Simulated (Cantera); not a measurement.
# Ignition delay

Mixture: 5.65 % CH₄, 19.8 % O₂, 74.5 % N₂, at 500000 Pa, adiabatic and at constant pressure. Ignition delay is the time to a rise of 400 K.

Model: GRI-Mech 3.0 (53 species, 325 reactions), integrated in Cantera.

| T0 (K) | delay (ms) |
|---|---|
| 1298 | 2.28 |
| 1348 | 1.29 |
| 1398 | 0.749 |
| 1448 | 0.448 |
| 1498 | 0.276 |
| 1548 | 0.175 |

The apparent activation energy between 1448 and 1548 K is 180 kJ/mol.
